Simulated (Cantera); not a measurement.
Input (Python, Cantera) and output of one run.

```python
import numpy as np
import cantera as ct

gas_names = """
    F F2 H HF H2 H2F2 H3F3 H4F4 H5F5 H6F6 H7F7 N NF NF2 NF3 NH NH2 NH3 N2 N2H2 N2H4 Si SiF SiF2 SiF3
    SiF4 SiH SiHF3 SiH2 SiH2F2 SiH3 SiH3F SiH4 SiN Si2 Si2N Si3
""".split()
cond_names = """
    Si(cr) Si(L) Si3N4(a)
""".split()


# ... load() reads the species with a 1 bar reference pressure and builds the phases ...
atoms = {
    'Si': {'Si': 1},
    'F2': {'F': 2},
    'N2': {'N': 2},
    'HF': {'H': 1, 'F': 1},
}
top_T = {'Si3N4(a)': 2400}  # K; cautious upper limits of use, not melting points


# ... equilibrate(T, P, feed) seeds the gas with the atoms and calls Mixture.equilibrate('TP', solver="vcs", rtol=1e-11, max_steps=5000) ...
results = []
feed = {'Si': 1, 'F2': 1.4, 'N2': 6.9, 'HF': 1.8}  # mol
T = 825  # K
P = 5300  # Pa
mix = equilibrate(T, P, feed)
results.append((T, P, feed, dict(zip(mix.species_names, mix.species_moles))))
x = sorted(zip(gas.X, gas.species_names), reverse=True)
print(f"T = {T:g} K  P = {P:g} Pa  gas = {mix.phase_moles(0):.4g} mol")
print("   x: " + "  ".join(f"{s} {v:.3e}" for v, s in x if v > 1e-06))
print("   condensed (mol): " + ("  ".join(f"{mix.phase(i).name} {mix.phase_moles(i):.4g}"
      for i in range(1, mix.n_phases) if mix.phase_moles(i) > 1e-12) or "none"))
```

Result:

```
T = 825 K  P = 5300 Pa  gas = 9.1 mol
   x: N2 7.582e-01  SiF4 1.099e-01  HF 6.593e-02  H2 6.593e-02  NH3 1.828e-06
   condensed (mol): none
```

These are equilibrium values from Cantera (NASA tables, ideal gas, pure condensed phases), not measurements of a reactor.
